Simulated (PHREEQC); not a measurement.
**Polishing slurry liquid: speciation**

Make-up at 20 °C and 500 atm: 0.62 mol/kgw NH3 and 0.13 mol/kgw K2SO4. Closed to the air; pH follows from the charge balance.

Equilibrium calculation in PHREEQC: ion-association model, phreeqc.dat.

pH: 11.70
ionic strength: 0.337 mol/kgw
activity of water: 0.983
specific conductance: 21500 µS/cm
density: 1.033 g/cm³
total alkalinity: 620 meq/kg

```tsv
species	molality	activity	log γ
NH3	0.613	0.662	0.034
K+	0.231	0.157	-0.167
SO4-2	0.0998	0.0250	-0.602
KSO4-	0.0288	0.0208	-0.142
OH-	0.00740	0.00497	-0.172
NH4+	0.00592	0.00378	-0.194
NH4SO4-	0.00148	0.00109	-0.132
```

No solid was allowed to form. Under pressure, the constants of complexes without a molar volume in the database are unreliable.
